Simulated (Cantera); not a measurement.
Feed: 1 mol CH3F, 0.65 mol F2, equilibrated at 0.0210 Torr.

Method: chemical equilibrium by Gibbs-energy minimisation in Cantera with the NASA 1993 tables (ideal gas, pure condensed phases). Candidate condensed phases: C, C6H6, C7H8, C8H18; 95 gas species. Kinetics and transport are ignored.

x: gas mole fraction; n: condensed amount in mol.

| T (K) | x HF | x H | x F | x C | x C3 | x H2 | n C(graphite) |
|---|---|---|---|---|---|---|---|
| 2123 | 0.801 | 0.149 | 0.00163 | 1.32e-5 | 1.71e-5 | 0.0483 | 0.999 |
| 2273 | 0.762 | 0.210 | 0.00998 | 0.000192 | 0.000360 | 0.0175 | 0.995 |
| 2423 | ___ | ___ | ___ | ___ | ___ | ___ | 0.936 |
| 2573 | 0.446 | 0.326 | 0.145 | 0.0158 | 0.0535 | 0.00253 | 0.251 |
| 2723 | 0.218 | 0.411 | 0.259 | 0.0470 | 0.0456 | 0.00124 | 0 |
| 2873 | 0.0787 | 0.459 | 0.329 | 0.0979 | 0.0188 | 0.000535 | 0 |
| 3023 | ___ | 0.470 | 0.352 | ___ | ___ | ___ | 0 |
| 3173 | 0.00841 | 0.474 | 0.360 | 0.154 | 0.000369 | 9.21e-5 | 0 |
| 3323 | 0.00307 | 0.475 | 0.363 | 0.157 | 3.96e-5 | 4.22e-5 | 0 |
| 3473 | 0.00121 | 0.476 | 0.364 | 0.158 | 4.95e-6 | 2.06e-5 | 0 |

Task: What belongs in the gaps?

Result: 
- 3023, x HF: 0.0250
- 3023, x C: 0.141
- 3023, x C3: 0.00348
- 3023, x H2: 0.000216
- 2423, x HF: 0.676
- 2423, x H: 0.260
- 2423, x F: 0.0496
- 2423, x C: 0.00199
- 2423, x C3: 0.00515
- 2423, x H2: 0.00601
